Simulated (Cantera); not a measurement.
A Cantera script and what it prints.

```python
import numpy as np
import cantera as ct

gas_names = """
    CL CL2 H HCL H2 N NH NH2 NH3 N2 N2H2 N2H4 Si SiCL SiCL2 SiCL3 SiCL4 SiH SiHCL3 SiH2 SiH2CL2 SiH3
    SiH3CL SiH4 SiN Si2 Si2N Si3
""".split()
cond_names = """
    NH4CL(a) NH4CL(b) Si(cr) Si(L) Si3N4(a)
""".split()


# ... load() reads the species with a 1 bar reference pressure and builds the phases ...
atoms = {
    'Si3N4': {'Si': 3, 'N': 4},
    'HCl': {'H': 1, 'CL': 1},
    'H2': {'H': 2},
}
top_T = {'Si3N4(a)': 2400}  # K; cautious upper limits of use, not melting points


# ... equilibrate(T, P, feed) seeds the gas with the atoms and calls Mixture.equilibrate('TP', solver="vcs", rtol=1e-11, max_steps=5000) ...
results = []
feed = {'Si3N4': 1, 'HCl': 6.1, 'H2': 6.9}  # mol
P = 13332.2  # Pa
for T in [1323, 1398, 1473, 1548, 1623, 1698, 1773, 1848]:
    mix = equilibrate(T, P, feed)
    results.append((T, P, feed, dict(zip(mix.species_names, mix.species_moles))))

top = {s: max(r[3][s] / sum(r[3][g] for g in gas_names) for r in results) for s in gas_names}
cols = sorted((s for s in top if top[s] > 0.0001), key=lambda s: -top[s])[:5]
seen = [c for c in cond_names if any(r[3].get(c, 0) > 1e-12 for r in results)]
print("log10 of partial pressures in bar; condensed amounts in mol")
print(f"{'T/K':>10s}" + "".join(f"{s[:9]:>10s}" for s in cols + seen))
for T, P, feed, n in results:
    ng = sum(n[g] for g in gas_names)
    print(f"{T:10.4g}" + "".join(f"{np.log10(max(n[s] / ng * P / 1e5, 1e-99)):10.3f}" for s in cols)
          + "".join(f"{n.get(c, 0):10.4g}" for c in seen))
```

Result:

```
log10 of partial pressures in bar; condensed amounts in mol
       T/K        H2       HCL        N2     SiCL2     SiCL4     Si(L)  Si3N4(a)
      1323    -1.097    -1.342    -2.501    -3.511    -2.439         0    0.8475
      1398    -1.100    -1.344    -2.463    -2.984    -2.535         0    0.8324
      1473    -1.102    -1.358    -2.378    -2.570    -2.702         0    0.7942
      1548    -1.103    -1.391    -2.262    -2.267    -2.965         0    0.7262
      1623    -1.099    -1.446    -2.144    -2.056    -3.322         0    0.6337
      1698    -1.094    -1.522    -2.044    -1.913    -3.747         0    0.5306
      1773    -1.087    -1.611    -1.968    -1.816    -4.210         0    0.4308
      1848    -1.107    -1.683    -1.750    -1.798    -4.660     1.144         0
```

These are equilibrium values from Cantera (NASA tables, ideal gas, pure condensed phases), not measurements of a reactor. The tables' values for SiCl3, SiCl are old estimates; treat these amounts as uncertain. Gases not in the tables: Si2H6 and higher silanes.
